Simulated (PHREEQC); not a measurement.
A solution holds 0.024 mol/kgw HF, 0.0031 mol/kgw NH4HF2, 0.0095 mol/kgw H2SiF6 and 7.2e-05 mol/kgw HCl, at 20 °C. Closed to the air; pH follows from the charge balance.

Model: ion-association model, wateq4f.dat, run in PHREEQC.

Each row changes one thing in this solution. No solid was allowed to form.

| case | pH | ionic strength (mol/kgw) | HF (mol/kgw) | H2F2 (mol/kgw) | F- (mol/kgw) | HF2- (mol/kgw) | SI of Quartz (SiO2) |
|---|---|---|---|---|---|---|---|
| as made | 1.81 | 0.0301 | 0.0247 | 0.00192 | 0.00140 | 0.000128 | -3.81 |
| diluted 100-fold with water | 3.31 | 0.000529 | 0.000342 | 3.63e-7 | 0.000527 | 6.62e-7 | +0.03 |
| HF left out | 1.85 | 0.0288 | 0.00596 | ? | 0.000363 | 8.01e-6 | -0.16 |
| diluted 2-fold with water | 2.08 | 0.0156 | 0.0127 | 0.000505 | 0.00126 | 5.92e-5 | -2.83 |
| HF from 0.024 to 0.048 mol/kgw | 1.79 | 0.0311 | 0.0409 | 0.00524 | ? | 0.000333 | ? |
| H2SiF6 from 0.0095 to 0.0019 mol/kgw | 2.34 | 0.0100 | 0.0225 | ? | 0.00395 | 0.000327 | -5.19 |
| temperature from 20 to 10 °C | 1.81 | 0.0303 | 0.0235 | 0.00244 | 0.00156 | 0.000123 | ? |
| HCl from 7.2e-05 to 0.00036 mol/kgw | 1.81 | 0.0304 | 0.0247 | 0.00192 | 0.00138 | 0.000127 | -3.80 |
| HCl left out | 1.82 | 0.0300 | 0.0247 | 0.00191 | 0.00141 | 0.000129 | -3.81 |

Task: What belongs in the gaps?

Result: 
- HF left out, H2F2 (mol/kgw): 0.000111
- HF from 0.024 to 0.048 mol/kgw, F- (mol/kgw): 0.00220
- HF from 0.024 to 0.048 mol/kgw, SI of Quartz (SiO2): -5.07
- H2SiF6 from 0.0095 to 0.0019 mol/kgw, H2F2 (mol/kgw): 0.00157
- temperature from 20 to 10 °C, SI of Quartz (SiO2): -4.38

Species that the database lacks are ignored. Constants without temperature data keep their 25 °C values here. SiF6-2 is the database's only silicon fluoride.
